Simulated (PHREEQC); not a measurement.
Solution (45 °C): 0.14 mol/kgw LiCl. Closed to the air; pH follows from the charge balance.

Equilibrium calculation in PHREEQC: ion-association model, phreeqc.dat.

```json
{
  "ionic_strength": "0.140 mol/kgw",
  "specific_conductance": "19400 µS/cm",
  "density": "0.994 g/cm³"
}
```

```json
[
 {"species": "Cl-", "molality": "0.140", "activity": "0.103", "log γ": "-0.134"},
 {"species": "Li+", "molality": "0.140", "activity": "0.108", "log γ": "-0.113"},
 {"species": "OH-", "molality": "2.62e-7", "activity": "1.90e-7", "log γ": "-0.138"},
 {"species": "H+", "molality": "2.62e-7", "activity": "2.11e-7", "log γ": "-0.094"}
]
```

Precipitation was switched off in this run. Complexes and solids missing from the database can't appear. Away from 25 °C the constants follow the database's enthalpies or fits; those with neither stay at their 25 °C values.
